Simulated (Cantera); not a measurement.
Mixture: 9.81 % CH4, 5.69 % H2, 13.2 % O2, 67.4 % N2, 3.83 % CO2, equivalence ratio 1.7, at 101000 Pa, adiabatic and at constant volume. Ignition delay is the time to a rise of 400 K.

Model: GRI-Mech 3.0 (53 species, 325 reactions), integrated in Cantera.

### Question
Predict: delay at 1248 K; delay at 1348 K; delay at 1448 K; delay at 1548 K; apparent activation energy between 1498 and 1598 K.

### Answer
```
Item                                                     Value
--------------------------------------------------  ----------
delay at 1248 K                                        2.29 ms
delay at 1348 K                                        1.00 ms
delay at 1448 K                                       0.475 ms
delay at 1548 K                                       0.246 ms
apparent activation energy between 1498 and 1598 K  120 kJ/mol
```
